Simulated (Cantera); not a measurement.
Feed: 1 mol CF₄, 0.028 mol F₂, equilibrated at 3375 K and 0.340 bar.

Cantera equilibrium calculation (NASA polynomials, part measured and part estimated; ideal gas, pure solids and liquids). Candidate condensed phases: C; 13 gas species. Gases not in the tables: C₂F₆ and larger saturated fluorocarbons. Kinetics and transport are ignored.

Base state: F 0.740, CF₂ 0.138, CF 0.108, C₃ 0.00816, C 0.00226, C₂ 0.00140, CF₃ 0.00103, C₅ 0.000166 (mole fractions); condensed: gas only.

**Question.** What changes in the equilibrium state with this change: F₂ from 0.028 to 2.1 mol?

**Answer.** 
```json
[
 {"species": "F", "before": "0.740", "after": "0.870"},
 {"species": "CF₂", "before": "0.138", "after": "0.0765"},
 {"species": "CF", "before": "0.108", "after": "0.0510"},
 {"species": "C₅", "before": "0.000166", "after": "1.73e-6"},
 {"species": "C₄", "before": "4.59e-5", "after": "1.19e-6"},
 {"species": "C₃", "before": "0.00816", "after": "0.000527"},
 {"species": "C₂", "before": "0.00140", "after": "0.000225"}
]
```

**Question.** What changes in the equilibrium state with this change: CF₄ replaced by CCl₄?

**Answer.** 
```csv
species,before,after
Cl,0,0.945
C₃,0.00816,0.0315
F,0.740,0.0107
CF₂,0.138,4.52e-5
CF,0.108,0.00246
Cl₂,0,0.00106
CCl,0,0.000326
CF₃,0.00103,4.87e-9
"C(graphite), mol",0,0.506
```
The tables' values for CCl are old estimates; treat these amounts as uncertain.

**Question.** What changes in the equilibrium state with this change: temperature from 3375 K to 1073 K?

**Answer.** 
```json
[
 {"species": "CF₄", "before": "0.000143", "after": "0.957"},
 {"species": "F", "before": "0.740", "after": "0.0333"},
 {"species": "F₂", "before": "1.34e-5", "after": "0.0101"},
 {"species": "CF₂", "before": "0.138", "after": "<1e-9"},
 {"species": "CF", "before": "0.108", "after": "<1e-9"},
 {"species": "C₃", "before": "0.00816", "after": "<1e-9"},
 {"species": "C", "before": "0.00226", "after": "<1e-9"},
 {"species": "C₂", "before": "0.00140", "after": "<1e-9"}
]
```
